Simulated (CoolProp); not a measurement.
Model: reference Helmholtz-energy equation of state, Thol 2021, in CoolProp.

Question: For chlorine, give the phase and the cp (kJ/(kg K)), speed of sound (m/s), isothermal compressibility (1/MPa) at 157.55 °C and 7.16 MPa; 157.55 °C and 11.9 MPa; 157.55 °C and 16.7 MPa.

Answer: 
- 157.55 °C and 7.16 MPa: gas; cp 1.38, speed of sound 204, isothermal compressibility 0.276
- 157.55 °C and 11.9 MPa: supercritical; cp 1.65, speed of sound 296, isothermal compressibility 0.0407
- 157.55 °C and 16.7 MPa: supercritical; cp 1.22, speed of sound 413, isothermal compressibility 0.0149
